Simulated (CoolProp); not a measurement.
Computed with CoolProp (reference Helmholtz-energy equation of state, Thol 2015).

Q: For 1,2-dichloroethane, give the phase and the speed of sound (m/s), Joule-Thomson coefficient (K/MPa) at 156.45 °C and 0.951 bar.

A: 
- 156.45 °C and 0.951 bar: gas; speed of sound 196, Joule-Thomson coefficient 19.3
